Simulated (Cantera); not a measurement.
A closed system holds: 1 mol SF6, a varied amount of H2O, 7.6 mol O2, 0.23 mol H2, held at 1375 °C and 0.143 Torr.

Equilibrium computed with Cantera from the NASA thermochemical tables; the gas is ideal and each condensed phase is pure. Candidate condensed phases: H2O, H2SO4, S; 43 gas species. The tables' values for SOF2 are old estimates; treat these amounts as uncertain. The numbers say what is thermodynamically allowed, not how fast it happens.

Q: At 0.68 mol H2O, list the 4 most abundant gas species with their mole fractions, and the condensed phases.

A: O2 0.497, F 0.300, HF 0.130, SO2 0.0716. Condensed: gas only.
